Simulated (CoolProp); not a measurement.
Values from CoolProp's reference Helmholtz-energy equation of state, Gao 2020.

**Question.** For ammonia, give the phase and the speed of sound (m/s), viscosity (µPa s) at 334.5 K and 6.11 MPa; 344 K and 6.11 MPa; 448.5 K and 6.11 MPa.

**Answer.** 
- 334.5 K and 6.11 MPa: liquid; speed of sound 1090, viscosity 96.1
- 344 K and 6.11 MPa: liquid; speed of sound 1010, viscosity 87.6
- 448.5 K and 6.11 MPa: gas; speed of sound 482, viscosity 16.1

Viscosity comes from a separate model (Fenghour 1995).
